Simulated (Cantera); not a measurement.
Ammonia decomposition in nitride growth gas

An isothermal, constant-pressure homogeneous reactor starts with NH3 : N2 = 1 : 0.44 (molar parts), at 1900 K and 10.00 Torr.

Computed with Cantera and the gas-phase N/H chemistry of the illustrative SiF4/NH3 mechanism in the Surface Chemkin manual (1991). Walls and surfaces, which speed up NH3 decomposition in real reactors, are not modelled.

```
t (s)       x NH3    x N2H2    x N2H4      x NH       x N      x H2
--------  -------  --------  --------  --------  --------  --------
4.00e-6     0.694    <1e-12    <1e-12    <1e-12    <1e-12   3.46e-8
1.33e-5     0.694    <1e-12    <1e-12  1.30e-12    <1e-12   2.52e-7
4.42e-5     0.694  3.52e-12    <1e-12  2.35e-11    <1e-12   1.19e-6
0.000147    0.694  1.21e-10    <1e-12  3.52e-10    <1e-12   4.39e-6
0.000488    0.694   2.77e-9  1.26e-11   6.01e-9  1.29e-12   1.50e-5
0.00162     0.694   4.40e-8  1.44e-10   1.05e-7  6.65e-11   5.09e-5
0.00538     0.694   6.14e-7   1.57e-9   1.09e-6   1.13e-9  0.000198
0.0179      0.692   5.35e-6   1.19e-8   5.05e-6   1.18e-8   0.00160
0.0594      0.680   8.18e-6   1.66e-8   7.84e-6   7.18e-8    0.0119
0.198       0.641   7.46e-6   1.33e-8   1.00e-5   2.55e-7    0.0464
0.656       0.532   5.52e-6   8.73e-9   1.16e-5   5.68e-7     0.143
2.18        0.314   2.54e-6   3.82e-9   1.06e-5   7.79e-7     0.336
7.25       0.0887   4.72e-7  6.14e-10   6.55e-6   7.60e-7     0.536
24.1      0.00493   1.53e-8  1.12e-11   2.22e-6   6.50e-7     0.609
80.0      5.62e-6    <1e-12    <1e-12   4.86e-8   6.24e-8     0.610
```
x: mole fraction; the columns are a selection and need not sum to one.

Equilibrium at this temperature and pressure: NH3 9.39e-8, N2H2 <1e-12, N2H4 <1e-12, NH 8.19e-10, N 1.06e-9, H2 0.610 (gas phase only).
